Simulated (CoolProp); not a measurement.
Saturation properties of n-perfluorohexane (Tc = 448.0 K, pc = 1742 kPa, ω = 0.497).

The numbers come from the reference Helmholtz-energy equation of state, Gao 2022 in CoolProp.

```json
[
 {"T (K)": "244.4", "p (kPa)": "1.410", "liquid density (kg/m³)": "1827", "enthalpy of vaporisation (kJ/kg)": "106.4", "liquid cp (kJ/(kg K))": "0.9627"},
 {"T (K)": "247.8", "p (kPa)": "?", "liquid density (kg/m³)": "1817", "enthalpy of vaporisation (kJ/kg)": "105.6", "liquid cp (kJ/(kg K))": "0.9680"},
 {"T (K)": "251.2", "p (kPa)": "2.271", "liquid density (kg/m³)": "1808", "enthalpy of vaporisation (kJ/kg)": "104.8", "liquid cp (kJ/(kg K))": "0.9733"},
 {"T (K)": "254.7", "p (kPa)": "?", "liquid density (kg/m³)": "1798", "enthalpy of vaporisation (kJ/kg)": "?", "liquid cp (kJ/(kg K))": "?"},
 {"T (K)": "258.1", "p (kPa)": "3.567", "liquid density (kg/m³)": "1789", "enthalpy of vaporisation (kJ/kg)": "?", "liquid cp (kJ/(kg K))": "0.9841"},
 {"T (K)": "261.5", "p (kPa)": "4.407", "liquid density (kg/m³)": "1780", "enthalpy of vaporisation (kJ/kg)": "102.2", "liquid cp (kJ/(kg K))": "0.9895"},
 {"T (K)": "265", "p (kPa)": "5.440", "liquid density (kg/m³)": "1770", "enthalpy of vaporisation (kJ/kg)": "?", "liquid cp (kJ/(kg K))": "0.9950"},
 {"T (K)": "268.4", "p (kPa)": "?", "liquid density (kg/m³)": "1760", "enthalpy of vaporisation (kJ/kg)": "100.5", "liquid cp (kJ/(kg K))": "1.000"},
 {"T (K)": "271.8", "p (kPa)": "?", "liquid density (kg/m³)": "1751", "enthalpy of vaporisation (kJ/kg)": "99.71", "liquid cp (kJ/(kg K))": "1.006"}
]
```

**Question.** Complete the blanks.

**Answer.** 
- 247.8, p (kPa): 1.797
- 254.7, p (kPa): 2.867
- 254.7, enthalpy of vaporisation (kJ/kg): 103.9
- 254.7, liquid cp (kJ/(kg K)): 0.9788
- 258.1, enthalpy of vaporisation (kJ/kg): 103.1
- 265, enthalpy of vaporisation (kJ/kg): 101.4
- 268.4, p (kPa): 6.629
- 271.8, p (kPa): 8.028

It boils at 330.3 K under 1 atm.
